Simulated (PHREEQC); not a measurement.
0.011 g of hydrous ferric oxide (600 m²/g; 0.2 weak and 0.005 strong sites per Fe, Dzombak-Morel constants, diffuse double layer) in 1 kg of water with 0.005 mol/kgw of an inert sodium salt and 1.8e-05 mol MgCl2 and 3.2e-06 mol H3BO3, at 25 °C; the pH is set by adding NaOH or the inert anion's acid. Oxygen alone is held at its pressure in air (log pO2 = -0.68). The system is closed to CO2. Precipitation was switched off in this run.

Base run: PHREEQC, ion-association model, wateq4f.dat. Each further column changes one thing. The table gives surface charge σ (C/m²).

```json
[
 {"pH": "3", "base": "0.302", "background salt from 0.005 to 0.0005 mol/kgw": "___", "oxide from 0.011 to 0.055 g/kgw": "0.303", "1.5e-05 mol/kgw ZnCl2 added": "0.303"},
 {"pH": "4", "base": "0.183", "background salt from 0.005 to 0.0005 mol/kgw": "___", "oxide from 0.011 to 0.055 g/kgw": "0.183", "1.5e-05 mol/kgw ZnCl2 added": "0.183"},
 {"pH": "5", "base": "0.090", "background salt from 0.005 to 0.0005 mol/kgw": "___", "oxide from 0.011 to 0.055 g/kgw": "0.091", "1.5e-05 mol/kgw ZnCl2 added": "0.091"},
 {"pH": "6", "base": "0.038", "background salt from 0.005 to 0.0005 mol/kgw": "___", "oxide from 0.011 to 0.055 g/kgw": "0.038", "1.5e-05 mol/kgw ZnCl2 added": "0.039"},
 {"pH": "7", "base": "0.013", "background salt from 0.005 to 0.0005 mol/kgw": "___", "oxide from 0.011 to 0.055 g/kgw": "0.013", "1.5e-05 mol/kgw ZnCl2 added": "0.015"},
 {"pH": "8", "base": "0.001", "background salt from 0.005 to 0.0005 mol/kgw": "___", "oxide from 0.011 to 0.055 g/kgw": "0.001", "1.5e-05 mol/kgw ZnCl2 added": "0.009"},
 {"pH": "9", "base": "-0.003", "background salt from 0.005 to 0.0005 mol/kgw": "___", "oxide from 0.011 to 0.055 g/kgw": "-0.006", "1.5e-05 mol/kgw ZnCl2 added": "0.003"}
]
```

**Question.** Fill in the missing entries.

**Answer.** 
- 3, background salt from 0.005 to 0.0005 mol/kgw: 0.239
- 4, background salt from 0.005 to 0.0005 mol/kgw: 0.099
- 5, background salt from 0.005 to 0.0005 mol/kgw: 0.040
- 6, background salt from 0.005 to 0.0005 mol/kgw: 0.014
- 7, background salt from 0.005 to 0.0005 mol/kgw: 0.004
- 8, background salt from 0.005 to 0.0005 mol/kgw: 0.000
- 9, background salt from 0.005 to 0.0005 mol/kgw: -0.001

The oxide is taken as insoluble; below pH 4 it would dissolve.
